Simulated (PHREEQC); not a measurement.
Solution (20 °C): 0.0029 mol/kgw NaHCO3, 0.0028 mol/kgw NH3 and 0.072 mol/kgw LiCl. Closed to the air; pH follows from the charge balance.

Computed with PHREEQC (ion-association model, phreeqc.dat).

No solid was allowed to form.

Task: Order these C species by the share of C that they hold, largest first: HCO3-, CO3-2, NaCO3-.

Result: HCO3- (67 %), CO3-2 (32 %), NaCO3- (0.57 %)

The pH is 9.78 and the ionic strength 0.0768 mol/kgw.
